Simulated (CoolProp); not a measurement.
Vapour-liquid equilibrium of m-xylene (1) + n-undecane (2) at 385.1 K; x and y are mole fractions of (1).

Values from CoolProp's multi-fluid Helmholtz-energy mixture model, Zhou 2012 and Aleksandrov 2011; pair parameters Bell 2016.

| x | bubble pressure, mixture model (kPa) | bubble pressure, Raoult's law (kPa) | y, mixture model | y, Raoult's law |
|---|---|---|---|---|
| 0.05 | 9.146 | 9.229 | 0.241 | 0.250 |
| 0.125 | 11.91 | 12.14 | 0.461 | 0.475 |
| 0.2 | 14.68 | 15.05 | 0.599 | 0.612 |
| 0.275 | 17.46 | 17.96 | 0.693 | 0.706 |
| 0.35 | 20.27 | 20.87 | 0.762 | 0.773 |
| 0.425 | 23.12 | 23.77 | 0.815 | 0.824 |
| 0.5 | 26.01 | 26.68 | 0.857 | 0.863 |
| 0.575 | 28.94 | 29.59 | 0.891 | 0.895 |
| 0.65 | 31.92 | 32.50 | 0.919 | 0.922 |
| 0.725 | 34.93 | 35.41 | 0.942 | 0.943 |
| 0.8 | 37.96 | 38.32 | 0.962 | 0.962 |
| 0.875 | 41.02 | 41.23 | 0.978 | 0.978 |
| 0.95 | 44.06 | 44.14 | 0.992 | 0.992 |

The largest gap from Raoult's law is -2.9 % in bubble pressure, at x = 0.35. No azeotrope shows between x = 0.05 and 0.95.

Pair parameters are fitted to limited data, so mixtures are less certain than the pure fluids.
